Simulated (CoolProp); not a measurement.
Properties of methanol at several states (Tc = 240.2 °C, pc = 8216 kPa, ω = 0.565).

Computed with CoolProp (reference Helmholtz-energy equation of state, de Reuck 1993).

| T (°C) | p (kPa) | phase | density (kg/m³) | Joule-Thomson coefficient (K/MPa) | isothermal compressibility (1/MPa) |
|---|---|---|---|---|---|
| -42.45 | 32100 | liquid | 870.0 | -0.3922 | 0.0006469 |
| 108.25 | 166 | gas | 1.726 | 59.05 | 6.220 |
| 265.45 | 15.1 | gas | 0.1081 | 8.530 | 66.26 |
| 148.15 | 6900 | liquid | 662.8 | -0.04474 | 0.003374 |
| 132.65 | 171 | gas | 1.658 | 38.48 | 5.975 |
